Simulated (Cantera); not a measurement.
**Pyrogenic steam for wet oxidation**

An isothermal, constant-pressure homogeneous reactor starts with 14.7 % H2, 9.17 % O2, 76.1 % N2, equivalence ratio 0.80, at 800 K and 14000 Pa.

Model: GRI-Mech 3.0 (53 species, 325 reactions), integrated in Cantera. Radical loss at walls, strong at low pressure, is not modelled. Below about 950 K walls govern HO2 and H2O2 in real vessels. The temperature is held fixed by assumption; the heat of reaction is taken as removed at once.

```csv
t (s),x H2,x O2,x OH,x H2O2,x NO2,x NO,x H
0.000100,0.147,0.0917,<1e-12,<1e-12,<1e-12,<1e-12,<1e-12
0.000286,0.147,0.0917,<1e-12,<1e-12,<1e-12,<1e-12,<1e-12
0.000818,0.147,0.0917,<1e-12,<1e-12,<1e-12,<1e-12,<1e-12
0.00234,0.147,0.0917,<1e-12,<1e-12,<1e-12,<1e-12,2.40e-12
0.00669,0.147,0.0917,<1e-12,<1e-12,<1e-12,<1e-12,5.08e-12
0.0191,0.147,0.0917,<1e-12,1.87e-12,<1e-12,<1e-12,7.96e-12
0.0548,0.147,0.0917,<1e-12,2.35e-11,<1e-12,<1e-12,1.20e-11
0.157,0.147,0.0917,<1e-12,3.21e-10,<1e-12,<1e-12,3.44e-11
0.448,0.147,0.0917,9.02e-12,1.32e-8,<1e-12,<1e-12,6.48e-10
1.28,0.0682,0.0532,7.61e-11,1.30e-5,1.02e-8,5.30e-10,2.26e-9
3.67,0.0682,0.0532,1.05e-10,1.80e-5,1.00e-8,6.65e-10,3.04e-9
10.5,0.0681,0.0532,2.45e-10,3.97e-5,9.75e-9,9.54e-10,6.49e-9
30.0,0.0670,0.0526,9.64e-10,0.000131,9.04e-9,1.67e-9,2.11e-8
```
x: mole fraction; the columns are a selection and need not sum to one.

Equilibrium at this temperature and pressure: H2 <1e-12, O2 0.0198, OH 9.98e-10, H2O2 <1e-12, NO2 2.23e-8, NO 6.32e-7, H <1e-12 (gas phase only).
